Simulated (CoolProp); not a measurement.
Vapour-liquid equilibrium of dimethyl ether (1) + 1-butene (2) at -21.65 °C; x and y are mole fractions of (1).

The numbers come from the multi-fluid Helmholtz-energy mixture model, Wu 2011 and Lemmon 2005; pair parameters Bell 2016 in CoolProp.

| x | bubble pressure, mixture model (kPa) | bubble pressure, Raoult's law (kPa) | y, mixture model | y, Raoult's law |
|---|---|---|---|---|
| 0.05 | 58.42 | 56.54 | 0.128 | 0.102 |
| 0.125 | 65.40 | 61.23 | … | 0.237 |
| 0.2 | 71.80 | 65.91 | 0.393 | 0.352 |
| 0.275 | 77.66 | 70.60 | 0.485 | 0.451 |
| 0.35 | … | 75.28 | … | 0.539 |
| 0.425 | 87.96 | 79.97 | 0.625 | 0.616 |
| 0.5 | 92.50 | 84.66 | 0.682 | 0.685 |
| 0.575 | 96.70 | 89.34 | 0.734 | 0.746 |
| 0.65 | 100.6 | 94.03 | 0.782 | 0.801 |
| 0.725 | 104.3 | 98.72 | … | 0.851 |
| 0.8 | 107.7 | 103.4 | 0.873 | 0.897 |
| 0.875 | 110.9 | 108.1 | 0.919 | 0.938 |
| 0.95 | … | 112.8 | 0.966 | 0.976 |

Task: Fill in the missing entries.

Result: 
- 0.125, y, mixture model: 0.278
- 0.35, bubble pressure, mixture model (kPa): 83.03
- 0.35, y, mixture model: 0.561
- 0.725, y, mixture model: 0.828
- 0.95, bubble pressure, mixture model (kPa): 114.0

The largest gap from Raoult's law is +10.3 % in bubble pressure, at x = 0.35. No azeotrope shows between x = 0.05 and 0.95.

The pair parameters rest on a limited set of measurements; away from them the model extrapolates.
